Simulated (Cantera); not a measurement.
An adiabatic, constant-volume homogeneous reactor starts with CO : H2 : O2 : N2 = 1 : 0.04 : 0.684 : 2.57 (molar parts), equivalence ratio 0.76, at 1250 K and 9.87 atm. Integrator tolerance rtol = 1e-08.

Model: GRI-Mech 3.0 (53 species, 325 reactions), integrated in Cantera. The hydrogen kinetics of GRI-Mech 3.0 are dated; newer H2 mechanisms differ, most at raised pressure.

What does this change do: CO 1 to 1.4 parts?


| quantity | before | after |
|---|---|---|
| time of steepest temperature rise | 42.6 µs | 39.9 µs |
| temperature at 0.100 s | 2941 K | 3058 K |
| equilibrium temperature | 2941 K | 3058 K |
| x(CO) at 0.100 s | 0.0513 (gas-phase equilibrium 0.0513) | 0.108 (gas-phase equilibrium 0.108) |
| x(H2) at 0.100 s | 0.000262 (gas-phase equilibrium 0.000262) | 0.000412 (gas-phase equilibrium 0.000412) |
| x(O2) at 0.100 s | 0.0543 (gas-phase equilibrium 0.0543) | 0.0331 (gas-phase equilibrium 0.0331) |
| x(OH) at 0.100 s | 0.00429 (gas-phase equilibrium 0.00429) | 0.00444 (gas-phase equilibrium 0.00444) |
| x(NO) at 0.100 s | 0.0206 (gas-phase equilibrium 0.0206) | 0.0178 (gas-phase equilibrium 0.0178) |
| x(N2O) at 0.100 s | 4.87e-6 (gas-phase equilibrium 4.87e-6) | 4.14e-6 (gas-phase equilibrium 4.14e-6) |
Above 3000 K some thermodynamic fits are extrapolated.
